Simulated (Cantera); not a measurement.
Input: 1 mol Al, 0.46 mol Cl₂, 18 mol H₂, equilibrated at 39.0 Pa.

Equilibrium computed with Cantera from the NASA thermochemical tables; the gas is ideal and each condensed phase is pure. Candidate condensed phases: Al, AlCl₃; 12 gas species. The numbers say what is thermodynamically allowed, not how fast it happens.

Problem. Which condensed phases are stable at each of these points (T (K)): 648, 723, 798, 873, 948, 1023, 1098, 1173, 1248, 1323, 1398, 1473?

Solution. 
| T (K) | condensed phases | Al condensed (%) |
|---|---|---|
| 648 | Al(s) | 69.3 |
| 723 | Al(s) | 68.8 |
| 798 | Al(s) | 64.4 |
| 873 | Al(s) | 43.9 |
| 948 | Al(l) | 13.1 |
| 1023 | Al(l) | 8.4 |
| 1098 | Al(l) | 8.1 |
| 1173 | Al(l) | 8.0 |
| 1248 | Al(l) | 7.6 |
| 1323 | Al(l) | 5.6 |
| 1398 | gas only | 0.0 |
| 1473 | gas only | 0.0 |

From 648 K to 873 K the condensed part is Al(s). From 948 K to 1323 K the condensed part is Al(l). From 1398 K to 1473 K nothing is condensed.
